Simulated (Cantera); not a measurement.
Feed: 1 mol FeS, 90 mol H2, 0.052 mol H2O, at 852 °C and 1.33 mbar.

These are equilibrium values from Cantera (NASA tables, ideal gas, pure condensed phases), not measurements of a reactor. Candidate condensed phases: Fe, FeO, Fe(OH)2, Fe(OH)3, FeS, FeSO4, FeS2, Fe2O3, Fe2(SO4)3, Fe3O4, H2O, H2SO4, S; 22 gas species. Mutual solubility and eutectic melting of coexisting phases are not modelled. FeS: taken at fixed stoichiometry. Rates play no part.

Base state: H2 0.997, H2S 0.00268, H2O 0.000577 (mole fractions); condensed: Fe(α) + FeS(s).

Q: What changes in the equilibrium state with this change: temperature from 852 °C to 1925 °C?

A: 
| species | before | after |
|---|---|---|
| H2 | 0.997 | 0.840 |
| H | 1.21e-6 | 0.140 |
| Fe | 2.52e-9 | 0.0101 |
| S | 6.15e-9 | 0.00654 |
| SO | <1e-9 | 1.94e-5 |
| OH | <1e-9 | 1.15e-5 |
| SH | 4.01e-6 | 0.00225 |
| S2 | 3.27e-6 | 0.000530 |
| Fe(α), mol | 0.243 | 0 |
| FeS(s), mol | 0.757 | 0 |

Q: What changes in the equilibrium state with this change: FeS replaced by Al2O3?

A: 
```tsv
species	before	after
H2	0.997	0.999
H2O	0.000577	0.000577
H2S	0.00268	0
Fe(α), mol	0.243	0
FeS(s), mol	0.757	0
Al2O3(s), mol	0	1.00
```
Further candidate phases: Al, Al2O3.

Q: What changes in the equilibrium state with this change: temperature from 852 °C to 1750 °C?

A: 
| species | before | after |
|---|---|---|
| H2 | 0.997 | 0.930 |
| H | 1.21e-6 | 0.0501 |
| Fe | 2.52e-9 | 0.0106 |
| S | 6.15e-9 | 0.00396 |
| SO | <1e-9 | 1.30e-5 |
| SH | 4.01e-6 | 0.00284 |
| S2 | 3.27e-6 | 0.00154 |
| Fe(α), mol | 0.243 | 0 |
| FeS(s), mol | 0.757 | 0 |
